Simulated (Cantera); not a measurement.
An adiabatic, constant-volume homogeneous reactor starts with CH3OH : O2 : N2 = 1 : 2.08 : 7.83 (molar parts), at 1048 K and 360000 Pa. Integrator tolerance rtol = 1e-08.

Detailed kinetics in Cantera: GRI-Mech 3.0 (53 species, 325 reactions). GRI-Mech 3.0 was tuned for natural gas; its chemistry of methanol as a main component is partial and can be far from experiment.

### Question
What does this change do: 0.035 parts H2 added?

### Answer
```csv
quantity,before,after
time of steepest temperature rise,63.2 ms,54.5 ms
temperature at 0.400 s,2676 K,2685 K
equilibrium temperature,2676 K,2685 K
x(CH3OH) at 0.400 s,<1e-12 (gas-phase equilibrium <1e-12),<1e-12 (gas-phase equilibrium <1e-12)
x(O2) at 0.400 s,0.0463 (gas-phase equilibrium 0.0463),0.0450 (gas-phase equilibrium 0.0450)
x(OH) at 0.400 s,0.0120 (gas-phase equilibrium 0.0120),0.0123 (gas-phase equilibrium 0.0123)
x(O) at 0.400 s,0.00226 (gas-phase equilibrium 0.00226),0.00232 (gas-phase equilibrium 0.00232)
x(CO2) at 0.400 s,0.0766 (gas-phase equilibrium 0.0766),0.0759 (gas-phase equilibrium 0.0759)
x(H2O2) at 0.400 s,1.10e-6 (gas-phase equilibrium 1.10e-6),1.12e-6 (gas-phase equilibrium 1.12e-6)
x(CH4) at 0.400 s,<1e-12 (gas-phase equilibrium <1e-12),<1e-12 (gas-phase equilibrium <1e-12)
```
